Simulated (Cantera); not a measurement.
**Equilibrium for carbon deposition, reforming and gasification: CH3OH + H2O + H2**

Input: 1 mol CH3OH, 0.63 mol H2O, 82 mol H2, equilibrated at 0.0100 bar.

Method: chemical equilibrium by Gibbs-energy minimisation in Cantera with the NASA 1993 tables (ideal gas, pure condensed phases). Candidate condensed phases: C, C6H6, C7H8, C8H18, H2O; 131 gas species. Ions and electrons are included (thermal ionisation). Kinetics and transport are ignored.

| T (°C) | x H | x H2 | x CO | x H2O | x O |
|---|---|---|---|---|---|
| 1727 | 0.0160 | 0.965 | 0.0116 | 0.00727 | 1.45e-7 |
| 2227 | 0.220 | 0.763 | 0.0104 | 0.00610 | 6.89e-5 |
| 2727 | 0.758 | 0.230 | 0.00721 | 0.00106 | 0.00233 |
| 3227 | 0.964 | 0.0266 | 0.00601 | 1.03e-5 | 0.00360 |
| 3727 | 0.987 | 0.00383 | 0.00585 | 1.70e-7 | 0.00370 |
| 4227 | 0.989 | 0.000818 | 0.00520 | 7.74e-9 | 0.00434 |
| 4727 | 0.987 | 0.000235 | 0.00235 | 9.38e-10 | 0.00715 |
x: gas mole fraction; nothing condenses.

From 1727 °C to 4727 °C nothing is condensed. The main C-bearing gas is CO at 1727 °C and C at 4727 °C.
